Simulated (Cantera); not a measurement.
Charge: 1 mol Si2Cl6, 0.3 mol N2, 13 mol H2, at 875 °C and 9.00 Pa.

Equilibrium computed with Cantera from the NASA thermochemical tables; the gas is ideal and each condensed phase is pure. Candidate condensed phases: NH4Cl, Si, Si3N4; 28 gas species. The feed counts by its element totals alone. N2 is the only nitrogen source here; it is nearly inert below about 1500 K, so the nitride shown seldom forms there in practice. Mutual solubility and eutectic melting of coexisting phases are not modelled. The tables' values for SiCl3 are old estimates; treat these amounts as uncertain. Rates play no part.

Base state: H2 0.739, HCl 0.165, SiCl2 0.0808, SiCl3 0.00729, SiCl4 0.00725, SiHCl3 0.000653, N2 5.89e-5 (mole fractions); condensed: Si(s) + Si3N4(s).

What changes in the equilibrium state with this change: pressure from 9.00 Pa to 0.133 bar?


```json
[
 {"species": "H2", "before": "0.739", "after": "0.850"},
 {"species": "SiCl4", "before": "0.00725", "after": "0.0649"},
 {"species": "HCl", "before": "0.165", "after": "0.0493"},
 {"species": "SiCl2", "before": "0.0808", "after": "0.00628"},
 {"species": "SiHCl3", "before": "0.000653", "after": "0.0225"},
 {"species": "N2", "before": "5.89e-5", "after": "3.97e-8"},
 {"species": "SiH3Cl", "before": "2.23e-8", "after": "1.14e-5"},
 {"species": "SiH2Cl2", "before": "7.36e-6", "after": "0.000974"},
 {"species": "SiCl3", "before": "0.00729", "after": "0.00608"},
 {"species": "Si(s), mol", "before": "0.0334", "after": "0.0728"},
 {"species": "Si3N4(s), mol", "before": "0.150", "after": "0.150"}
]
```

What changes in the equilibrium state with this change: temperature from 875 °C to 900 °C?


| species | before | after |
|---|---|---|
| H2 | 0.739 | 0.735 |
| HCl | 0.165 | 0.168 |
| SiCl2 | 0.0808 | 0.0870 |
| SiCl4 | 0.00725 | 0.00419 |
| N2 | 5.89e-5 | 0.000135 |
| H | 6.51e-6 | 1.07e-5 |
| Si(s), mol | 0.0334 | 0.00204 |
| Si3N4(s), mol | 0.150 | 0.149 |

What changes in the equilibrium state with this change: H2 from 13 to 49 mol?


| species | before | after |
|---|---|---|
| H2 | 0.739 | 0.903 |
| HCl | 0.165 | 0.0806 |
| SiCl2 | 0.0808 | 0.0158 |
| SiCl4 | 0.00725 | 0.000278 |
| SiCl3 | 0.00729 | 0.000631 |
| SiHCl3 | 0.000653 | 6.25e-5 |
| N2 | 5.89e-5 | 5.89e-5 |
| Si(s), mol | 0.0334 | 0.682 |
| Si3N4(s), mol | 0.150 | 0.148 |
